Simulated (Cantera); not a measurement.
Charge: 1 mol trisilylamine, 1 mol N2, at 1400 °C and 165 Torr.

Cantera equilibrium calculation (NASA polynomials, part measured and part estimated; ideal gas, pure solids and liquids). Candidate condensed phases: Si, Si3N4; 18 gas species. The feed counts by its element totals alone. Mutual solubility and eutectic melting of coexisting phases are not modelled. Gases not in the tables: Si2H6 and higher silanes. Rates play no part.

Base state: H2 0.995, N2 0.00453, H 0.000243, SiH2 1.10e-5 (mole fractions); condensed: Si(s) + Si3N4(s).

Question: What changes in the equilibrium state with this change: pressure from 165 Torr to 10.0 Torr?

Answer: 
```tsv
species	before	after
H2	0.995	0.924
N2	0.00453	0.0748
H	0.000243	0.000950
Si	1.90e-6	3.14e-5
SiH2	1.10e-5	1.02e-5
Si(s), mol	0.781	1.30
Si3N4(s), mol	0.740	0.568
```
